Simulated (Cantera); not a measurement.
Input (Python, Cantera) and output of one run.

```python
import numpy as np
import cantera as ct

gas_names = """
    C CN CO CO2 C2 CCN CNC C2N2 C2O C3 C3O2 C4 C4N2 C5 Fe FeC5O5 FeO N NCO NO NO2 NO3 N2 N2O O O2 O3
""".split()
cond_names = """
    C(gr) Fe(a) Fe(c) Fe(d) Fe(L) FeC5O5(L) FeO(s) FeO(L) Fe2O3(s) Fe3O4(s)
""".split()


# ... load() reads the species with a 1 bar reference pressure and builds the phases ...
atoms = {
    'Fe(CO)5': {'Fe': 1, 'C': 5, 'O': 5},
    'CO': {'C': 1, 'O': 1},
    'N2': {'N': 2},
}
top_T = {'C(gr)': 4500, 'Fe2O3(s)': 1830, 'Fe3O4(s)': 1870}  # K; cautious upper limits of use, not melting points


# ... equilibrate(T, P, feed) seeds the gas with the atoms and calls Mixture.equilibrate('TP', solver="vcs", rtol=1e-11, max_steps=5000) ...
results = []
feed = {'Fe(CO)5': 1, 'CO': 0.18, 'N2': 67}  # mol
P = 101325  # Pa
for T in [1048, 1123, 1198, 1273, 1348, 1423, 1498]:
    mix = equilibrate(T, P, feed)
    results.append((T, P, feed, dict(zip(mix.species_names, mix.species_moles))))
    x = sorted(zip(gas.X, gas.species_names), reverse=True)
    print(f"T = {T:g} K  P = {P:g} Pa  gas = {mix.phase_moles(0):.4g} mol")
    print("   x: " + "  ".join(f"{s} {v:.3e}" for v, s in x if v > 0.0001))
    print("   condensed (mol): " + ("  ".join(f"{mix.phase(i).name} {mix.phase_moles(i):.4g}"
          for i in range(1, mix.n_phases) if mix.phase_moles(i) > 1e-12) or "none"))
```

Output:

```
T = 1048 K  P = 101325 Pa  gas = 72.1 mol
   x: N2 9.292e-01  CO 6.966e-02  CO2 1.091e-03
   condensed (mol): C(gr) 0.07866  Fe(a) 1
T = 1123 K  P = 101325 Pa  gas = 72.16 mol
   x: N2 9.285e-01  CO 7.117e-02  CO2 3.099e-04
   condensed (mol): C(gr) 0.02236  Fe(a) 1
T = 1198 K  P = 101325 Pa  gas = 72.17 mol
   x: N2 9.283e-01  CO 7.157e-02  CO2 1.009e-04
   condensed (mol): C(gr) 0.007282  Fe(c) 1
T = 1273 K  P = 101325 Pa  gas = 72.18 mol
   x: N2 9.283e-01  CO 7.169e-02
   condensed (mol): C(gr) 0.002702  Fe(c) 1
T = 1348 K  P = 101325 Pa  gas = 72.18 mol
   x: N2 9.282e-01  CO 7.174e-02
   condensed (mol): C(gr) 0.001122  Fe(c) 1
T = 1423 K  P = 101325 Pa  gas = 72.18 mol
   x: N2 9.282e-01  CO 7.175e-02
   condensed (mol): C(gr) 0.0005127  Fe(c) 1
T = 1498 K  P = 101325 Pa  gas = 72.18 mol
   x: N2 9.282e-01  CO 7.176e-02
   condensed (mol): C(gr) 0.000254  Fe(c) 1
```

Equilibrium computed with Cantera from the NASA thermochemical tables; the gas is ideal and each condensed phase is pure. Condensed phases not in the tables: cementite and carbon dissolved in iron.
